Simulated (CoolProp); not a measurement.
Model: reference Helmholtz-energy equation of state, Penoncello 2003, in CoolProp.

Give the vapour pressure (MPa), liquid density (kg/m³), liquid conductivity (mW/(m K)) of saturated CHF3 (R23) at 169.2, 200.7 K.


```tsv
T (K)	p (MPa)	liquid density (kg/m³)	liquid conductivity (mW/(m K))
169.2	0.0235	1530	158
200.7	0.171	1410	127
```

Thermal conductivity comes from a separate model (Shan 2000).
